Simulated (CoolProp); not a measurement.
Water at 453.12 K and 0.372 MPa is throttled through a valve to 0.235 MPa with no heat exchange. Each further row changes one setting.

Computed with CoolProp (reference Helmholtz-energy equation of state, Wagner 2002).

```json
[
 {"case": "as stated", "temperature change (K)": "(withheld)", "final density (kg/m³)": "(withheld)"},
 {"case": "outlet pressure 0.0705 MPa", "temperature change (K)": "(withheld)", "final density (kg/m³)": "(withheld)"},
 {"case": "outlet pressure 0.305 MPa", "temperature change (K)": "(withheld)", "final density (kg/m³)": "(withheld)"}
]
```

**Question.** Fill in the missing entries.

**Answer.** 
- as stated, temperature change (K): -3.9
- as stated, final density (kg/m³): 1.15
- outlet pressure 0.0705 MPa, temperature change (K): -8.8
- outlet pressure 0.0705 MPa, final density (kg/m³): 0.345
- outlet pressure 0.305 MPa, temperature change (K): -1.9
- outlet pressure 0.305 MPa, final density (kg/m³): 1.49
